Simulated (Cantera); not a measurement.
Charge: 1 mol Pb, 0.044 mol H₂, 5.6 mol N₂, at 677 °C and 0.000770 bar.

These are equilibrium values from Cantera (NASA tables, ideal gas, pure condensed phases), not measurements of a reactor. Candidate condensed phases: Pb; 11 gas species. Rates play no part.

Base state: N₂ 0.986, H₂ 0.00774, Pb 0.00653 (mole fractions); condensed: Pb(l).

Question: What changes in the equilibrium state with this change: temperature from 677 °C to 802 °C?

Answer: 
| species | before | after |
|---|---|---|
| N₂ | 0.986 | 0.894 |
| Pb | 0.00653 | 0.0986 |
| H₂ | 0.00774 | 0.00703 |
| Pb(l), mol | 0.963 | 0.382 |

Question: What changes in the equilibrium state with this change: Pb replaced by Hg?

Answer: 
```json
[
 {"species": "N₂", "before": "0.986", "after": "0.843"},
 {"species": "Hg", "before": "0", "after": "0.151"},
 {"species": "H₂", "before": "0.00774", "after": "0.00662"},
 {"species": "Pb", "before": "0.00653", "after": "0"},
 {"species": "Pb(l), mol", "before": "0.963", "after": "0"}
]
```
Further candidate phases: Hg.
